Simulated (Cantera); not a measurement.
**Stirred combustor or abatement burner**

A perfectly stirred reactor is fed with CH₄ : O₂ : N₂ : CO₂ = 1 : 2.02 : 7.6 : 0.98 (molar parts), equivalence ratio 0.99, at 23000 Pa; it is adiabatic with a 450 K inlet, and is followed from long to short residence time, starting on the burning branch (τ in s: 0.044, 0.017, 0.0066, 0.0025, 0.00098, 0.00038, 0.00015, 5.6e-05, 2.2e-05).

Detailed kinetics in Cantera: GRI-Mech 3.0 (53 species, 325 reactions).

| τ (s) | T (K) | x CH₄ | x O₂ | x CO₂ | x OH | x NO | x H₂ | x HCN |
|---|---|---|---|---|---|---|---|---|
| 0.044 | 1942 | 1.78e-5 | 0.0165 | 0.141 | 0.00540 | 0.000125 | 0.00661 | 1.43e-7 |
| 0.017 | 1879 | 3.71e-5 | 0.0196 | 0.136 | 0.00605 | 7.32e-5 | 0.00830 | 1.70e-7 |
| 0.0066 | 1812 | 8.14e-5 | 0.0226 | 0.131 | 0.00644 | 4.44e-5 | 0.0100 | 2.19e-7 |
| 0.0025 | 1745 | 0.000198 | 0.0258 | 0.126 | 0.00649 | 2.68e-5 | 0.0117 | 3.19e-7 |
| 0.00098 | 1684 | 0.000526 | 0.0297 | 0.121 | 0.00606 | 1.62e-5 | 0.0132 | 5.45e-7 |
| 0.00038 | 1599 | 0.00217 | 0.0400 | 0.110 | 0.00412 | 7.71e-6 | 0.0160 | 1.37e-6 |
| 0.00015 | 450 | 0.0862 | 0.174 | 0.0845 | <1e-12 | <1e-12 | <1e-12 | <1e-12 |
| 5.6e-5 | 450 | 0.0862 | 0.174 | 0.0845 | <1e-12 | <1e-12 | <1e-12 | <1e-12 |
| 2.2e-5 | 450 | 0.0862 | 0.174 | 0.0845 | <1e-12 | <1e-12 | <1e-12 | <1e-12 |
x: mole fraction; the columns are a selection and need not sum to one.
